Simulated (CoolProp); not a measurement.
Vapour-liquid equilibrium of CF4 (R14) (1) + R13 (2) at 194.5 K; x and y are mole fractions of (1).

Values from CoolProp's multi-fluid Helmholtz-energy mixture model, Platzer 1990 and Platzer 1990; pair parameters Bell 2016. This equation is an older, rougher fit; its heat capacities, sound speeds and derivatives of the liquid may be far off and weren't checked against measurements.

Give the bubble pressure and the first vapour's composition at x = 0.65, 0.85, 0.95. Is there an azeotrope?

x = 0.65: 0.8674 MPa, y = 0.926; x = 0.85: 1.081 MPa, y = 0.968; x = 0.95: 1.202 MPa, y = 0.989. No azeotrope shows between x = 0.05 and 0.95.

The pair parameters rest on a limited set of measurements; away from them the model extrapolates. The gap from Raoult's law changes sign with composition, which may be real or a fault of the pair parameters; it wasn't checked against measurements.
